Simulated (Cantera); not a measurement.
# Reactions in the system H-N-O-Zr

Cantera with NASA thermochemical tables; ideal gases at 1 bar, condensed phases pure. Values are per mole of reaction as written; species without (g) are pure solids or liquids, kept so even where they would boil at 1 bar. ZrN: taken at fixed stoichiometry.

ZrN + 3 H(g) + 2 O(g) = NH3(g) + ZrO2

```csv
T (K),ΔH° (kJ),ΔS° (J/K),ΔG° (kJ),log10 K
1000,-1956.5,-510.5,-1446.1,75.53
1050,-1957.7,-511.6,-1420.5,70.67
1100,-1958.9,-512.7,-1394.9,66.24
1150,-1960.0,-513.7,-1369.2,62.19
1200,-1961.0,-514.6,-1343.5,58.48
1250,-1962.0,-515.4,-1317.8,55.07
1300,-1963.0,-516.1,-1292.0,51.91
1350,-1963.8,-516.8,-1266.2,48.99
1400,-1964.7,-517.4,-1240.3,46.28
```
